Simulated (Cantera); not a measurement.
Feed: 1 mol Si, 9.7 mol Br2, held at 475 K and 0.130 bar.

These are equilibrium values from Cantera (NASA tables, ideal gas, pure condensed phases), not measurements of a reactor. Candidate condensed phases: Br2, Si; 9 gas species. Kinetics and transport are ignored.

Base state: Br2 0.885, SiBr4 0.115 (mole fractions); condensed: gas only.

Question: What changes in the equilibrium state with this change: temperature from 475 K to 1375 K?

Answer: 
| species | before | after |
|---|---|---|
| Br2 | 0.885 | 0.593 |
| Br | 3.62e-8 | 0.310 |
| SiBr4 | 0.115 | 0.0971 |
| SiBr3 | <1e-9 | 4.00e-5 |
The tables' values for SiBr3 are old estimates; treat these amounts as uncertain.

Question: What changes in the equilibrium state with this change: temperature from 475 K to 1325 K?

Answer: 
```tsv
species	before	after
Br2	0.885	0.663
Br	3.62e-8	0.236
SiBr4	0.115	0.101
SiBr3	<1e-9	1.89e-5
```
The tables' values for SiBr3 are old estimates; treat these amounts as uncertain.
